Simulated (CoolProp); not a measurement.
Vapour pressure (MPa) of carbon dioxide: the reference equation beside estimates from Tc = 31.0 °C, pc = 7.377 MPa, ω = 0.224. Clausius-Clapeyron is anchored at -22.05 °C with a constant enthalpy of vaporisation of 12.63 kJ/mol.

Computed with CoolProp (reference Helmholtz-energy equation of state, Span 1996).

```json
[
 {"T (°C)": "-43.25", "reference": "0.8895", "Lee-Kesler": "0.8899", "Clausius-Clapeyron": "1.058", "Redlich-Kwong": "1.195", "Soave-Redlich-Kwong": "0.8911"},
 {"T (°C)": "-38.95", "reference": "1.044", "Lee-Kesler": "1.044", "Clausius-Clapeyron": "1.194", "Redlich-Kwong": "1.375", "Soave-Redlich-Kwong": "1.046"},
 {"T (°C)": "-34.75", "reference": "1.213", "Lee-Kesler": "1.212", "Clausius-Clapeyron": "1.339", "Redlich-Kwong": "1.567", "Soave-Redlich-Kwong": "1.216"},
 {"T (°C)": "-30.55", "reference": "1.402", "Lee-Kesler": "1.400", "Clausius-Clapeyron": "1.495", "Redlich-Kwong": "1.777", "Soave-Redlich-Kwong": "1.407"},
 {"T (°C)": "-26.25", "reference": "1.616", "Lee-Kesler": "1.613", "Clausius-Clapeyron": "1.667", "Redlich-Kwong": "2.012", "Soave-Redlich-Kwong": "1.623"},
 {"T (°C)": "-22.05", "reference": "1.848", "Lee-Kesler": "1.843", "Clausius-Clapeyron": "1.848", "Redlich-Kwong": "2.261", "Soave-Redlich-Kwong": "1.857"},
 {"T (°C)": "-17.85", "reference": "2.103", "Lee-Kesler": "2.097", "Clausius-Clapeyron": "2.041", "Redlich-Kwong": "2.530", "Soave-Redlich-Kwong": "2.116"},
 {"T (°C)": "-13.55", "reference": "2.391", "Lee-Kesler": "2.382", "Clausius-Clapeyron": "2.253", "Redlich-Kwong": "2.828", "Soave-Redlich-Kwong": "2.407"},
 {"T (°C)": "-9.35", "reference": "2.698", "Lee-Kesler": "2.688", "Clausius-Clapeyron": "2.473", "Redlich-Kwong": "3.140", "Soave-Redlich-Kwong": "2.718"},
 {"T (°C)": "-5.05", "reference": "3.042", "Lee-Kesler": "3.029", "Clausius-Clapeyron": "2.712", "Redlich-Kwong": "3.483", "Soave-Redlich-Kwong": "3.067"},
 {"T (°C)": "-0.85", "reference": "3.407", "Lee-Kesler": "3.393", "Clausius-Clapeyron": "2.960", "Redlich-Kwong": "3.842", "Soave-Redlich-Kwong": "3.437"}
]
```

Absolute difference from the reference over all 11 rows, mean and median: Lee-Kesler 0.2 and 0.3 %, Clausius-Clapeyron 8.6 and 8.3 %, Redlich-Kwong 22.8 and 22.3 %, Soave-Redlich-Kwong 0.5 and 0.5 %.
